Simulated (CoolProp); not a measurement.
Hydrogen chloride at several states: Z from the reference equation and from simpler models built on Tc = 51.5 °C, pc = 8314 kPa, ω = 0.130; each cubic takes its own stable root.

Model: reference Helmholtz-energy equation of state, Thol 2018, in CoolProp.

| T (°C) | p (kPa) | phase | reference |
|---|---|---|---|
| 341.55 | 15900 | supercritical | 0.9424 |
| 198.15 | 34.8 | gas | 0.9995 |
| 89.35 | 167 | gas | 0.9946 |
| -36.05 | 256 | gas | 0.9670 |
| 5.45 | 11.6 | gas | 0.9992 |

Task: How far does each simpler model (Pitzer virial, Redlich-Kwong, Peng-Robinson) lie from the reference over these 5 states: mean and median of the absolute difference, and the worst?

Result: 
- Pitzer virial: mean 0.2 %, median 0.1 %, worst +0.5 % at 341.55 °C and 15900 kPa
- Redlich-Kwong: mean 0.2 %, median 0.0 %, worst +0.7 % at -36.05 °C and 256 kPa
- Peng-Robinson: mean 0.3 %, median 0.0 %, worst +1.2 % at 341.55 °C and 15900 kPa
